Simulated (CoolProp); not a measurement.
A closed Brayton cycle with carbon dioxide: compressor inlet 320.15 K and 9.9 MPa, high pressure 27.9 MPa, turbine inlet 845 K, compressor efficiency 0.89, turbine efficiency 0.85, recuperator effectiveness 0 (on enthalpy, no pinch check). Each further row changes one setting.

Values from CoolProp's reference Helmholtz-energy equation of state, Span 1996.

| case | thermal efficiency (%) | net work (kJ/kg) | compressor to turbine work | compressor exit (K) | turbine exit (K) |
|---|---|---|---|---|---|
| as stated | 14.5 | 94.4 | 0.28 | 377.4 | 725.3 |
| turbine inlet 795 K | 14.5 | 85.5 | 0.30 | 377.4 | 679.3 |
| compressor inlet 330.15 K | 14.1 | 83.2 | 0.37 | 407.9 | 725.3 |
| high pressure 23.7 MPa | 12.5 | 82.8 | 0.26 | 368.1 | 743.6 |
| recuperator effectiveness 0.5 | 21.2 | 94.4 | 0.28 | 377.4 | 725.3 |
